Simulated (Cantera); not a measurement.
A closed system holds: 1 mol Si2H6, a varied amount of O3, 2.3 mol N2, equilibrated at 625 K and 1.00 bar.

Method: chemical equilibrium by Gibbs-energy minimisation in Cantera with the NASA 1993 tables (ideal gas, pure condensed phases). Candidate condensed phases: H2O, Si, SiO2, Si2N2O, Si3N4; 35 gas species. The feed counts by its element totals alone. N2 is the only nitrogen source here; it is nearly inert below about 1500 K, so the nitride shown seldom forms there in practice. Kinetics and transport are ignored.

x: gas mole fraction; n: condensed amount in mol.

| n(O3) (mol) | x H2 | x H2O | x N2 | x O2 | n Si2N2O(s) | n Si3N4(s) | n SiO2(α-quartz) |
|---|---|---|---|---|---|---|---|
| 0.26 | 0.703 | <1e-12 | 0.288 | <1e-12 | (withheld) | 0.147 | 0 |
| 0.76 | 0.628 | 2.74e-6 | 0.364 | <1e-12 | (withheld) | 0 | 0.853 |
| 1.3 | 0.563 | 2.60e-6 | 0.430 | <1e-12 | (withheld) | 0 | 1.93 |
| 1.8 | 0.298 | 0.265 | 0.434 | <1e-12 | 0 | 0 | 2.00 |
| 2.2 | 0.0749 | 0.491 | 0.434 | <1e-12 | 0 | 0 | 2.00 |
| 2.7 | <1e-12 | 0.513 | 0.393 | 0.0940 | 0 | 0 | 2.00 |
| 3.2 | <1e-12 | 0.455 | 0.348 | 0.197 | 0 | 0 | 2.00 |

Problem. Complete the blanks.

Solution. 
- 0.26, n Si2N2O(s): 0.780
- 0.76, n Si2N2O(s): 0.573
- 1.3, n Si2N2O(s): 0.0333
